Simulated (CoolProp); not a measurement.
Oxygen along the isobar 44.2 bar: Z from the reference equation and from simpler models built on Tc = 154.6 K, pc = 50.46 bar, ω = 0.022; each cubic takes its own stable root.

Values from CoolProp's reference Helmholtz-energy equation of state, Schmidt 1985. Above 300 K oxygen's equation is extrapolated.

| T (K) | phase | reference |
|---|---|---|
| 130 | liquid | 0.1417 |
| 143.1 | liquid | 0.1478 |
| 156.1 | gas | 0.6024 |
| 169.2 | gas | 0.7340 |
| 182.3 | gas | 0.8038 |
| 195.3 | gas | 0.8493 |
| 208.4 | gas | 0.8819 |
| 221.5 | gas | 0.9063 |
| 234.5 | gas | 0.9248 |
| 247.6 | gas | 0.9395 |
| 260.7 | gas | 0.9513 |
| 273.7 | gas | 0.9608 |
| 286.8 | gas | 0.9686 |
| 299.9 | gas | 0.9751 |
| 312.9 | gas | 0.9805 |

**Question.** How far does each simpler model (van der Waals, Redlich-Kwong, Soave-Redlich-Kwong, Peng-Robinson) lie from the reference over these 15 states: mean and median of the absolute difference, and the worst?

**Answer.** 
- van der Waals: mean 7.5 %, median 1.6 %, worst +45.8 % at 143.1 K and 44.2 bar
- Redlich-Kwong: mean 1.2 %, median 0.4 %, worst +9.7 % at 143.1 K and 44.2 bar
- Soave-Redlich-Kwong: mean 1.2 %, median 0.4 %, worst +9.7 % at 143.1 K and 44.2 bar
- Peng-Robinson: mean 2.5 %, median 2.0 %, worst -7.6 % at 130 K and 44.2 bar
